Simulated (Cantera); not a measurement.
Cantera run:

```python
import numpy as np
import cantera as ct

gas_names = """
    Fe FeO Fe(OH)2 H HO2 H2 H2O H2O2 O OH O2 O3
""".split()
cond_names = """
    Fe(a) Fe(c) Fe(d) Fe(L) FeO(s) FeO(L) Fe(OH)2(s) Fe(OH)3(s) Fe2O3(s) Fe3O4(s) H2O(s) H2O(L)
""".split()


# ... load() reads the species with a 1 bar reference pressure and builds the phases ...
atoms = {
    'Fe3O4': {'Fe': 3, 'O': 4},
    'H2': {'H': 2},
}
top_T = {'Fe2O3(s)': 1830, 'Fe3O4(s)': 1870}  # K; cautious upper limits of use, not melting points


# ... equilibrate(T, P, feed) seeds the gas with the atoms and calls Mixture.equilibrate('TP', solver="vcs", rtol=1e-11, max_steps=5000) ...
results = []
T = 2223  # K
P = 980  # Pa
for m in [28, 51, 91, 160, 290, 530, 950, 1700]:
    feed = {'Fe3O4': 1, 'H2': m}  # mol
    mix = equilibrate(T, P, feed)
    results.append((T, P, feed, dict(zip(mix.species_names, mix.species_moles))))

top = {s: max(r[3][s] / sum(r[3][g] for g in gas_names) for r in results) for s in gas_names}
cols = sorted((s for s in top if top[s] > 1e-06), key=lambda s: -top[s])[:9]
seen = [c for c in cond_names if any(r[3].get(c, 0) > 1e-12 for r in results)]
print("log10 of partial pressures in bar; condensed amounts in mol")
print(f"{'n(H2)':>10s}" + "".join(f"{s[:9]:>10s}" for s in cols + seen))
for T, P, feed, n in results:
    ng = sum(n[g] for g in gas_names)
    print(f"{feed['H2']:10.4g}" + "".join(f"{np.log10(max(n[s] / ng * P / 1e5, 1e-99)):10.3f}" for s in cols)
          + "".join(f"{n.get(c, 0):10.4g}" for c in seen))
```

It prints:

```
log10 of partial pressures in bar; condensed amounts in mol
     n(H2)        H2       H2O        Fe         H        OH       FeO         O   Fe(OH)2        O2
        28    -2.148    -2.917    -3.038    -3.267    -4.877    -5.299    -6.156    -6.958    -7.301
        51    -2.097    -3.158    -3.278    -3.242    -5.143    -5.831    -6.447    -7.730    -7.883
        91    -2.070    -3.398    -3.519    -3.229    -5.397    -6.338    -6.714    -8.478    -8.418
       160    -2.056    -3.637    -3.758    -3.221    -5.643    -6.831    -6.967    -9.209    -8.925
       290    -2.047    -3.892    -4.012    -3.217    -5.902    -7.349    -7.231    -9.982    -9.451
       530    -2.043    -4.152    -4.272    -3.215    -6.164    -7.873    -7.495   -10.766    -9.980
       950    -2.040    -4.404    -4.525    -3.213    -6.418    -8.380    -7.750   -11.526   -10.490
      1700    -2.039    -4.656    -4.777    -3.213    -6.671    -8.886    -8.004   -12.283   -10.997
```

Cantera equilibrium calculation (NASA polynomials, part measured and part estimated; ideal gas, pure solids and liquids).
